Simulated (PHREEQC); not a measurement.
Solution (20 °C): 0.027 mol HF and 0.039 mol (CH3)4NF per kg of water. Closed to the air; pH follows from the charge balance.

All values are PHREEQC results (ion-association model, phreeqc.dat), not measurements.

No solid was allowed to form.

Task: Estimate the pH.

Result: pH 3.25.

Task: In which forms is F present?

Result: F- 55 %, HF 35 %, HF2- 9.5 % of the F.

Complexes and solids missing from the database can't appear. (CH3)4N+ isn't in the database: it is added as a free cation with an ion size of 4 Å.
